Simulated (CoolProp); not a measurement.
Saturated liquid density (kg/m³) of isopentane: the reference equation beside estimates from Tc = 187.2 °C, pc = 3378 kPa, ω = 0.227.

Computed with CoolProp (reference Helmholtz-energy equation of state, Lemmon 2006). It is a short technical equation, of lower accuracy than the large ones.

| T (°C) | reference | Redlich-Kwong | Soave-Redlich-Kwong |
|---|---|---|---|
| -39.15 | ___ | 616.7 | 627.7 |
| -25.55 | 663.9 | 604.8 | 617.3 |
| -11.95 | 651.1 | 592.4 | 606.1 |
| 1.65 | 638.1 | ___ | 594.2 |
| 15.25 | 624.8 | 565.3 | 581.5 |
| 28.85 | 611.0 | 550.6 | 567.8 |
| 42.45 | ___ | 534.9 | 553.2 |
| 55.95 | ___ | 518.4 | 537.5 |
| 69.55 | ___ | 500.7 | 520.4 |
| 83.15 | 550.0 | 481.7 | 501.8 |
| 96.75 | 532.3 | 461.2 | 481.4 |
| 110.35 | ___ | 439.0 | 459.0 |
| 123.95 | 492.3 | 414.6 | 433.9 |

**Question.** Some entries are withheld; supply them.

**Answer.** 
- -39.15, reference: 676.4
- 1.65, Redlich-Kwong: 579.2
- 42.45, reference: 596.8
- 55.95, reference: 582.0
- 69.55, reference: 566.5
- 110.35, reference: 513.3

Absolute difference from the reference over all 13 rows, mean and median: Redlich-Kwong 11.1 and 10.4 %, Soave-Redlich-Kwong 8.1 and 7.3 %.
